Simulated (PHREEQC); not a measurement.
Consider water at 35 °C with 0.056 mol/kgw Na2S, 0.23 mol/kgw NaCl and 5.7e-05 mol/kgw MnCl2. Closed to the air; pH follows from the charge balance.

Equilibrium calculation in PHREEQC: ion-association model, wateq4f.dat.

No solid was allowed to form.

**Question.** Estimate the pH, ionic strength.

**Answer.** pH 12.03; ionic strength 0.365 mol/kgw.

**Question.** In which forms is Mn present?

**Answer.** MnOH+ 73 %, Mn(OH)3- 23 %, Mn+2 3.2 %, MnCl+ 0.8 % of the Mn.

The solution is supersaturated, for example in MnS(Green), so a real one may precipitate; this is no full list. With this much S-2 the pH rests on the database's HS-/S-2 constant; if that pK is higher, the solution is more alkaline. The database's pK near 12.9 for HS-/S-2 is now thought far too low, so its S-2 is overstated. The polysulfide entries of wateq4f.dat were taken out for this run.
